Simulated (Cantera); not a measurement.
Input: 1 mol Fe2O3, 2500 mol H2, 0.49 mol H2O, at 0.0330 bar.

Cantera equilibrium calculation (NASA polynomials, part measured and part estimated; ideal gas, pure solids and liquids). Candidate condensed phases: Fe, FeO, Fe(OH)2, Fe(OH)3, Fe2O3, Fe3O4, H2O; 12 gas species. Equilibrium is a limit: real reactors are often held back by kinetics, nucleation or transport.

x: gas mole fraction; n: condensed amount in mol.

```json
[
 {"T (K)": "1000", "x H2": "0.999", "x H": "1.25e-8", "x H2O": "0.00140", "x Fe": "<1e-12", "x OH": "<1e-12", "x FeO": "<1e-12", "x O": "<1e-12", "n Fe(α)": "2.00", "n Fe(γ)": "0", "n Fe(δ)": "0"},
 {"T (K)": "1150", "x H2": "0.999", "x H": "4.10e-7", "x H2O": "0.00140", "x Fe": "2.60e-10", "x OH": "3.47e-12", "x FeO": "<1e-12", "x O": "<1e-12", "n Fe(α)": "2.00", "n Fe(γ)": "0", "n Fe(δ)": "0"},
 {"T (K)": "1300", "x H2": "0.999", "x H": "6.09e-6", "x H2O": "0.00140", "x Fe": "3.31e-8", "x OH": "1.11e-10", "x FeO": "<1e-12", "x O": "<1e-12", "n Fe(α)": "0", "n Fe(γ)": "2.00", "n Fe(δ)": "0"},
 {"T (K)": "1450", "x H2": "0.999", "x H": "5.20e-5", "x H2O": "0.00140", "x Fe": "1.51e-6", "x OH": "1.74e-9", "x FeO": "6.75e-12", "x O": "<1e-12", "n Fe(α)": "0", "n Fe(γ)": "2.00", "n Fe(δ)": "0"},
 {"T (K)": "1600", "x H2": "0.998", "x H": "…", "x H2O": "0.00140", "x Fe": "…", "x OH": "…", "x FeO": "…", "x O": "…", "n Fe(α)": "0", "n Fe(γ)": "1.92", "n Fe(δ)": "0"},
 {"T (K)": "1750", "x H2": "0.997", "x H": "…", "x H2O": "0.00139", "x Fe": "…", "x OH": "…", "x FeO": "…", "x O": "…", "n Fe(α)": "0", "n Fe(γ)": "0", "n Fe(δ)": "…"},
 {"T (K)": "1900", "x H2": "0.993", "x H": "0.00435", "x H2O": "0.00139", "x Fe": "0.000797", "x OH": "5.01e-7", "x FeO": "1.73e-8", "x O": "1.65e-9", "n Fe(α)": "0", "n Fe(γ)": "0", "n Fe(δ)": "0"}
]
```

Fill in the missing entries.


- 1600, x H: 0.000299
- 1600, x Fe: 3.32e-5
- 1600, x OH: 1.64e-8
- 1600, x FeO: 2.77e-10
- 1600, x O: 4.08e-12
- 1750, x H: 0.00128
- 1750, x Fe: 0.000422
- 1750, x OH: 1.05e-7
- 1750, x FeO: 5.92e-9
- 1750, x O: 1.06e-10
- 1750, n Fe(δ): 0.943
